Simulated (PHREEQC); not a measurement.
Dissolve 0.0016 mol CaCl2 and 7.6e-05 mol Na2HPO4 per kg of water at 66 °C. Closed to the air; pH follows from the charge balance.

The numbers come from PHREEQC with the ion-association model, phreeqc.dat.

### Question
The ionic strength comes out as 0.00488 mol/kgw. What activity coefficients do H2PO4-, Cl-, Na+, Ca+2, OH- get?

### Answer
H2PO4- 0.92, Cl- 0.92, Na+ 0.92, Ca+2 0.73, OH- 0.92.

This is a speciation only: nothing precipitates in the calculation. The solution is supersaturated, for example in Hydroxyapatite, so a real one may precipitate; this is no full list. At this temperature some constants are extrapolated from 25 °C, and those without enthalpy data are left unchanged.
